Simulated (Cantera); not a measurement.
A perfectly stirred reactor is fed with C2H6 : H2 = 1 : 2.3 (molar parts), at 0.203 Torr; it is held at 1523 K, and followed from long to short residence time.

Detailed kinetics in Cantera: GRI-Mech 3.0 (53 species, 325 reactions). GRI-Mech 3.0 stops at C3 and has no aromatics, soot or wall deposition, so with more carbon than oxygen in the feed, carbon stays in small species such as C2H2 where larger ones or solid carbon would form. Radical loss at walls, strong at low pressure, is not modelled.

Problem. What does this change do: C2H6 1 to 3.6 parts?

Solution. 
| quantity | before | after |
|---|---|---|
| x(C2H6) at τ = 24.0 s | 0.000291 | 0.000455 |
| x(H2) at τ = 24.0 s | 0.754 | 0.650 |
| x(CH2) at τ = 24.0 s | 1.58e-6 | 1.85e-6 |
| x(CH3) at τ = 24.0 s | 0.00255 | 0.00325 |
| x(H) at τ = 24.0 s | 0.00121 | 0.00113 |
| x(C2H6) at τ = 0.110 s | 0.0412 | 0.0758 |
| x(H2) at τ = 0.110 s | 0.624 | 0.415 |
| x(CH2) at τ = 0.110 s | 1.00e-5 | 1.46e-5 |
| x(CH3) at τ = 0.110 s | 0.0226 | 0.0362 |
| x(H) at τ = 0.110 s | 0.00184 | 0.00151 |

Problem. What does this change do: H2 2.3 to 1.3 parts?

Solution. 
```json
[
 {"quantity": "x(C2H6) at τ = 24.0 s", "before": "0.000291", "after": "0.000372"},
 {"quantity": "x(H2) at τ = 24.0 s", "before": "0.754", "after": "0.701"},
 {"quantity": "x(CH2) at τ = 24.0 s", "before": "1.58e-6", "after": "1.72e-6"},
 {"quantity": "x(CH3) at τ = 24.0 s", "before": "0.00255", "after": "0.00292"},
 {"quantity": "x(H) at τ = 24.0 s", "before": "0.00121", "after": "0.00117"},
 {"quantity": "x(C2H6) at τ = 0.110 s", "before": "0.0412", "after": "0.0572"},
 {"quantity": "x(H2) at τ = 0.110 s", "before": "0.624", "after": "0.518"},
 {"quantity": "x(CH2) at τ = 0.110 s", "before": "1.00e-5", "after": "1.23e-5"},
 {"quantity": "x(CH3) at τ = 0.110 s", "before": "0.0226", "after": "0.0293"},
 {"quantity": "x(H) at τ = 0.110 s", "before": "0.00184", "after": "0.00168"}
]
```
